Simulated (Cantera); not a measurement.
An isothermal, constant-pressure homogeneous reactor starts with H2 : O2 : N2 = 0.79 : 1 : 9.1 (molar parts), at 848 K and 0.220 bar.

Computed with Cantera and GRI-Mech 3.0 (53 species, 325 reactions). Below about 950 K walls govern HO2 and H2O2 in real vessels. The temperature is held fixed by assumption; the heat of reaction is taken as removed at once.

x: mole fraction; the columns are a selection and need not sum to one.

```tsv
t (s)	x H2	x O2	x H2O	x NO	x OH	x NO2
2.00e-5	0.0725	0.0918	<1e-12	<1e-12	<1e-12	<1e-12
9.28e-5	0.0725	0.0918	<1e-12	<1e-12	<1e-12	<1e-12
0.000431	0.0725	0.0918	3.60e-12	<1e-12	<1e-12	<1e-12
0.00200	0.0725	0.0918	1.40e-10	<1e-12	1.15e-12	<1e-12
0.00928	0.0725	0.0918	(withheld)	<1e-12	7.45e-10	<1e-12
0.0431	0.0144	0.0644	0.0603	(withheld)	(withheld)	(withheld)
0.200	0.0142	0.0643	0.0605	3.66e-9	6.41e-9	1.86e-8
0.928	0.0139	0.0642	0.0608	5.59e-9	1.82e-8	1.67e-8
4.31	0.0105	0.0625	0.0643	6.51e-9	3.77e-8	1.58e-8
20.0	0.00246	0.0588	0.0727	3.74e-9	3.60e-8	1.86e-8
```

**Question.** Fill in the missing entries.

**Answer.** 
- 0.00928, x H2O: 1.45e-7
- 0.0431, x NO: 1.92e-8
- 0.0431, x OH: 8.47e-7
- 0.0431, x NO2: 3.04e-9
